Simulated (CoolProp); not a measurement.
A simple Rankine cycle with trans-2-butene: condensing at 305.15 K, boiler at 2.24 MPa, turbine inlet 434.2 K, turbine efficiency 0.75, pump efficiency 0.8, no recuperator. Each further row changes one setting.

The numbers come from the reference Helmholtz-energy equation of state, Lemmon 2005 in CoolProp. It is a short technical equation, of lower accuracy than the large ones.

```tsv
case	thermal efficiency (%)	net work (kJ/kg)	heat in (kJ/kg)	turbine exit temperature (K)	volume ratio over the turbine
as stated	?	75.2	571	372.7	8.12
turbine inlet 454.2 K	13.1	81.3	619	394.6	7.90
condensing temperature 297.15 K	?	?	590	366.8	10.3
boiler pressure 1.57 MPa	11.3	66.7	589	386.7	5.42
turbine efficiency 0.65	11.3	64.6	571	?	?
```

Problem. Some entries are withheld; supply them.

Solution. 
- as stated, thermal efficiency (%): 13.2
- condensing temperature 297.15 K, thermal efficiency (%): 14.3
- condensing temperature 297.15 K, net work (kJ/kg): 84.5
- turbine efficiency 0.65, turbine exit temperature (K): 378.2
- turbine efficiency 0.65, volume ratio over the turbine: 8.26
